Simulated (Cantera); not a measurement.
## Catalytic stagnation flow on Pt

A jet of H2 : O2 : N2 = 0.028 : 0.19 : 0.79 (molar parts) at 300 K and 2200 Pa hits a platinum plate 4.9 cm away at a mass flux of 0.16 kg/m²/s; the plate temperature is set and raised in steps from an oxygen-covered start.

Computed with Cantera and Deutschmann's 1995 Pt surface mechanism with GRI-Mech 3.0 gas chemistry. Catalytic surfaces can have several steady states; this one follows from the mechanism file's or the stated starting coverage.

| plate T (K) | wall x H2 | wall x O2 | wall x H2O | wall x OH | θ free Pt | θ O* | θ OH* |
|---|---|---|---|---|---|---|---|
| 600 | 0.00880 | 0.168 | 0.0372 | <1e-8 | 0.0860 | 0.910 | 0.00361 |
| 650 | 0.00876 | 0.168 | 0.0370 | <1e-8 | 0.0903 | 0.907 | 0.00242 |
| 700 | 0.00857 | 0.168 | 0.0372 | <1e-8 | 0.0969 | 0.901 | 0.00173 |
| 750 | 0.00788 | 0.167 | 0.0383 | <1e-8 | 0.113 | 0.885 | 0.00136 |
| 800 | 0.00663 | 0.166 | 0.0405 | <1e-8 | 0.148 | 0.851 | 0.00117 |
x: mole fraction at the wall; θ: surface coverage.
